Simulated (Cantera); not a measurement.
What does this Cantera script print?

```python
import numpy as np
import cantera as ct

gas = ct.Solution("gri30.yaml")
gas.TPX = 1975, 600, {'CH4': 1, 'N2': 73}
inlet = ct.Reservoir(gas, clone=True)

reactor = ct.IdealGasConstPressureReactor(gas, energy="off", clone=False)
exhaust = ct.Reservoir(gas, clone=True)
tau = [0.65, 0.24, 0.09, 0.034, 0.012, 0.0046, 0.0017, 0.00064, 0.00024][0]
for a, b in ((inlet, reactor), (reactor, exhaust)):
    ct.MassFlowController(a, b, mdot=lambda t: reactor.mass / tau)
net = ct.ReactorNet([reactor])
show = ['CH4', 'C2H6', 'CH2', 'HCN', 'H', 'C2H4', 'C2H']

rows = []
print(f"{'tau/s':>10s}{'T/K':>9s}" + "".join(f"{s:>11s}" for s in show))
for tau in [0.65, 0.24, 0.09, 0.034, 0.012, 0.0046, 0.0017, 0.00064, 0.00024]:
    net.initial_time = 0.0
    net.advance(30 * tau)
    before = gas.X
    net.advance(40 * tau)
    drift = np.max(np.abs(gas.X - before) / (gas.X + 1e-9))
    rows.append([gas.T, *gas[show].X, drift])
    print(f"{tau:10.3e}{gas.T:9.1f}" + "".join(f"{x:11.3e}" for x in gas[show].X))
```

It prints:

```
     tau/s      T/K        CH4       C2H6        CH2        HCN          H       C2H4        C2H
 6.500e-01   1975.0  1.861e-03  2.491e-08  4.338e-06  1.055e-04  2.000e-04  4.469e-05  1.119e-06
 2.400e-01   1975.0  3.601e-03  6.008e-08  5.096e-06  3.482e-05  1.482e-04  1.134e-04  8.147e-07
 9.000e-02   1975.0  6.336e-03  1.103e-07  5.207e-06  9.276e-06  9.708e-05  2.272e-04  5.039e-07
 3.400e-02   1975.0  9.847e-03  1.202e-07  3.971e-06  1.409e-06  4.714e-05  2.653e-04  2.042e-07
 1.200e-02   1975.0  1.255e-02  4.356e-08  1.523e-06  6.665e-08  1.445e-05  7.865e-05  2.924e-08
 4.600e-03   1975.0  1.323e-02  7.509e-09  3.846e-07  3.904e-09  7.416e-06  7.958e-06  1.342e-09
 1.700e-03   1975.0  1.342e-02  9.245e-10  7.639e-08  2.422e-10  5.952e-06  4.688e-07  1.425e-11
 6.400e-04   1975.0  1.348e-02  9.489e-11  1.203e-08  1.827e-11  4.903e-06  2.258e-08  8.594e-14
 2.400e-04   1975.0  1.350e-02  7.067e-12  1.280e-09  1.638e-12  3.423e-06  8.709e-10  3.280e-16
```

Detailed kinetics in Cantera: GRI-Mech 3.0 (53 species, 325 reactions). GRI-Mech 3.0 stops at C3 and has no aromatics, soot or wall deposition, so with more carbon than oxygen in the feed, carbon stays in small species such as C2H2 where larger ones or solid carbon would form. Radical loss at walls, strong at low pressure, is not modelled.
